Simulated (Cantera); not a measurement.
# Adiabatic ignition

An adiabatic, constant-volume homogeneous reactor starts with 8.48 % CH₄, 0.933 % H₂, 19.0 % O₂, 71.6 % N₂, equivalence ratio 0.92, at 998 K and 0.470 bar.

Model: GRI-Mech 3.0 (53 species, 325 reactions), integrated in Cantera. Below about 1000 K GRI-Mech 3.0 lacks low-temperature oxidation paths.

```csv
t (s),T (K),P (bar),x CH₄,x H₂,x O₂,x O,x H
7.00e-6,998,0.470,0.0848,0.00933,0.190,<1e-12,2.37e-12
1.72e-5,998,0.470,0.0848,0.00933,0.190,<1e-12,3.39e-12
4.21e-5,998,0.470,0.0848,0.00933,0.190,<1e-12,4.02e-12
0.000103,998,0.470,0.0848,0.00933,0.190,1.21e-12,5.04e-12
0.000253,998,0.470,0.0848,0.00933,0.190,1.86e-12,7.61e-12
0.000622,998,0.470,0.0848,0.00933,0.190,3.59e-12,1.45e-11
0.00153,998,0.470,0.0848,0.00933,0.190,8.79e-12,3.52e-11
0.00374,998,0.470,0.0848,0.00933,0.190,3.00e-11,1.20e-10
0.00918,998,0.470,0.0848,0.00933,0.190,2.19e-10,8.74e-10
0.0225,998,0.470,0.0848,0.00932,0.190,5.44e-9,2.20e-8
0.0552,999,0.471,0.0846,0.00928,0.190,7.08e-9,2.90e-8
0.135,1004,0.473,0.0841,0.00918,0.189,9.58e-9,4.06e-8
0.332,2684,1.30,<1e-12,0.0116,0.0248,0.00468,0.00509
0.815,2684,1.30,<1e-12,0.0116,0.0248,0.00468,0.00509
2.00,2684,1.30,<1e-12,0.0116,0.0248,0.00468,0.00509
```
x: mole fraction; the columns are a selection and need not sum to one.

```json
{
  "time_of_steepest_temperature_rise": "0.304 s",
  "temperature at 2.00 s": "2684 K",
  "equilibrium_temperature": "2684 K",
  "x(CH₄) at 2.00 s": "<1e-12 (gas-phase equilibrium <1e-12)",
  "x(H₂) at 2.00 s": "0.0116 (gas-phase equilibrium 0.0116)",
  "x(O₂) at 2.00 s": "0.0248 (gas-phase equilibrium 0.0248)"
}
```
